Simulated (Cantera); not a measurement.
Input (Python, Cantera) and output of one run.

```python
import numpy as np
import cantera as ct

gas_names = """
    AL ALH ALN ALO ALOH ALO2 ALO2H AL2 AL2O AL2O2 H HALO HNO HNO2 HNO3 HO2 H2 H2O H2O2 N NH NH2 NH3
    NH2OH NO NO2 NO3 N2 N2H2 N2H4 N2O O OH O2 O3
""".split()
cond_names = """
    AL(cr) AL(L) ALN(s) AL2O3(a) AL2O3(L) H2O(s) H2O(L)
""".split()


# ... load() reads the species with a 1 bar reference pressure and builds the phases ...
atoms = {
    'AlN': {'AL': 1, 'N': 1},
    'H2O': {'H': 2, 'O': 1},
}
top_T = {'ALN(s)': 2750}  # K; cautious upper limits of use, not melting points


# ... equilibrate(T, P, feed) seeds the gas with the atoms and calls Mixture.equilibrate('TP', solver="vcs", rtol=1e-11, max_steps=5000) ...
results = []
feed = {'AlN': 1, 'H2O': 0.88}  # mol
P = 10000  # Pa
for T in [1573, 1623, 1673, 1723, 1773, 1823, 1873, 1923, 1973, 2023, 2073, 2123]:
    mix = equilibrate(T, P, feed)
    results.append((T, P, feed, dict(zip(mix.species_names, mix.species_moles))))

top = {s: max(r[3][s] / sum(r[3][g] for g in gas_names) for r in results) for s in gas_names}
cols = sorted((s for s in top if top[s] > 1e-05), key=lambda s: -top[s])[:6]
seen = [c for c in cond_names if any(r[3].get(c, 0) > 1e-12 for r in results)]
print("log10 of partial pressures in bar; condensed amounts in mol")
print(f"{'T/K':>10s}" + "".join(f"{s[:9]:>10s}" for s in cols + seen))
for T, P, feed, n in results:
    ng = sum(n[g] for g in gas_names)
    print(f"{T:10.4g}" + "".join(f"{np.log10(max(n[s] / ng * P / 1e5, 1e-99)):10.3f}" for s in cols)
          + "".join(f"{n.get(c, 0):10.4g}" for c in seen))
```

Output:

```
log10 of partial pressures in bar; condensed amounts in mol
       T/K        H2        N2      AL2O        AL         H       ALH    ALN(s)  AL2O3(a)
      1573    -1.125    -1.602    -9.755    -8.379    -4.953    -8.978    0.4133    0.2933
      1623    -1.125    -1.602    -8.926    -7.729    -4.723    -8.402    0.4133    0.2933
      1673    -1.125    -1.602    -8.147    -7.118    -4.506    -7.861    0.4133    0.2933
      1723    -1.125    -1.602    -7.415    -6.543    -4.302    -7.353    0.4133    0.2933
      1773    -1.125    -1.602    -6.725    -6.001    -4.109    -6.873    0.4133    0.2933
      1823    -1.126    -1.602    -6.075    -5.489    -3.926    -6.420    0.4133    0.2933
      1873    -1.126    -1.602    -5.460    -5.005    -3.753    -5.992    0.4132    0.2933
      1923    -1.127    -1.603    -4.878    -4.547    -3.589    -5.587    0.4128    0.2933
      1973    -1.128    -1.602    -4.326    -4.112    -3.434    -5.203    0.4116    0.2931
      2023    -1.130    -1.602    -3.803    -3.700    -3.287    -4.840    0.4083    0.2927
      2073    -1.136    -1.600    -3.307    -3.308    -3.148    -4.496    0.3992    0.2913
      2123    -1.149    -1.595    -2.837    -2.937    -3.020    -4.175    0.3744    0.2873
```

These are equilibrium values from Cantera (NASA tables, ideal gas, pure condensed phases), not measurements of a reactor. Mutual solubility and eutectic melting of coexisting phases are not modelled. The tables' values for AlOH are old estimates; treat these amounts as uncertain. Condensed phases not in the tables: aluminium oxynitride.
